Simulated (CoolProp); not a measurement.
Vapour-liquid equilibrium of R113 (1) + n-hexane (2) at 0.0795 MPa; x and y are mole fractions of (1).

Values from CoolProp's multi-fluid Helmholtz-energy mixture model, Marx 1992 and Thol 2019; pair parameters Bell 2016.

Q: Give the bubble temperature and the first vapour's composition at x = 0.425, 0.875, 0.95. Is there an azeotrope?

A: x = 0.425: 48.1 °C, y = 0.606; x = 0.875: 41.7 °C, y = 0.918; x = 0.95: 40.9 °C, y = 0.966. No azeotrope shows between x = 0.05 and 0.95.

The pair parameters rest on a limited set of measurements; away from them the model extrapolates.
